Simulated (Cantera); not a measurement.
Charge: 1 mol CH₄, 1 mol NH₃, equilibrated at 54.0 Pa.

Cantera equilibrium calculation (NASA polynomials, part measured and part estimated; ideal gas, pure solids and liquids). Candidate condensed phases: C, C₆H₆, C₇H₈, C₈H₁₈; 92 gas species. Equilibrium is a limit: real reactors are often held back by kinetics, nucleation or transport.

What share of the C ends up in condensed phases as a function of T (K), at 2498, 2573, 2648, 2723, 2798, 2873, 2948, 3023?


| T (K) | C condensed (%) | as |
|---|---|---|
| 2498 | 86.1 | C(graphite) |
| 2573 | 80.3 | C(graphite) |
| 2648 | 66.0 | C(graphite) |
| 2723 | 28.1 | C(graphite) |
| 2798 | 0.0 | - |
| 2873 | 0.0 | - |
| 2948 | 0.0 | - |
| 3023 | 0.0 | - |
